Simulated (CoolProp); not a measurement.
Vapour-liquid equilibrium of hydrogen sulfide (1) + n-butane (2) at 0.54 MPa; x and y are mole fractions of (1).

Values from CoolProp's multi-fluid Helmholtz-energy mixture model, Lemmon 2006 and Bücker 2006; pair parameters Kunz 2012.

| x | bubble temperature, mixture model (K) | bubble temperature, Raoult's law (K) | y, mixture model | y, Raoult's law |
|---|---|---|---|---|
| 0.05 | (withheld) | 315.9 | (withheld) | 0.282 |
| 0.2 | (withheld) | 294.4 | 0.764 | 0.680 |
| 0.35 | 268.6 | 280.9 | 0.869 | 0.835 |
| 0.5 | (withheld) | 271.5 | 0.909 | 0.910 |
| 0.65 | 259.0 | 264.4 | 0.933 | 0.953 |
| 0.8 | 256.4 | 258.8 | 0.954 | 0.979 |
| 0.95 | 253.8 | 254.2 | (withheld) | 0.996 |

Q: Some entries are withheld; supply them.

A: 
- 0.05, bubble temperature, mixture model (K): 310.9
- 0.05, y, mixture model: 0.343
- 0.2, bubble temperature, mixture model (K): 281.3
- 0.5, bubble temperature, mixture model (K): 262.6
- 0.95, y, mixture model: 0.984

The largest gap from Raoult's law is -13.1 K in bubble temperature, at x = 0.2. No azeotrope shows between x = 0.05 and 0.95.

The pair parameters rest on a limited set of measurements; away from them the model extrapolates.
